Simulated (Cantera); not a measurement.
Charge: 1 mol SiHCl₃, 0.59 mol HCl, 8 mol H₂, held at 1548 K and 33000 Pa.

Cantera equilibrium calculation (NASA polynomials, part measured and part estimated; ideal gas, pure solids and liquids). Candidate condensed phases: Si; 19 gas species. The tables' values for SiCl₃ are old estimates; treat these amounts as uncertain. The numbers say what is thermodynamically allowed, not how fast it happens.

Base state: H₂ 0.775, HCl 0.131, SiCl₂ 0.0733, SiCl₃ 0.0115, SiCl₄ 0.00509, SiHCl₃ 0.00369, SiH₂Cl₂ 0.000435, H 4.72e-5 (mole fractions); condensed: Si(s).

Problem. What changes in the equilibrium state with this change: SiHCl₃ replaced by SiH₄?

Solution. 
| species | before | after |
|---|---|---|
| H₂ | 0.775 | 0.951 |
| HCl | 0.131 | 0.0420 |
| SiCl₂ | 0.0733 | 0.00617 |
| SiCl₃ | 0.0115 | 0.000282 |
| SiCl₄ | 0.00509 | 3.61e-5 |
| SiHCl₃ | 0.00369 | 9.98e-5 |
| Si(s), mol | 0.0189 | 0.930 |

Problem. What changes in the equilibrium state with this change: pressure from 33000 Pa to 1800 Pa?

Solution. 
```csv
species,before,after
H₂,0.775,0.759
HCl,0.131,0.146
SiCl₂,0.0733,0.0902
SiCl₃,0.0115,0.00373
SiH₃Cl,1.52e-5,8.80e-7
SiH₂Cl₂,0.000435,2.86e-5
SiHCl₃,0.00369,0.000276
SiCl₄,0.00509,0.000433
"Si(s), mol",0.0189,0
```
The tables' values for SiCl₃, SiCl are old estimates; treat these amounts as uncertain.
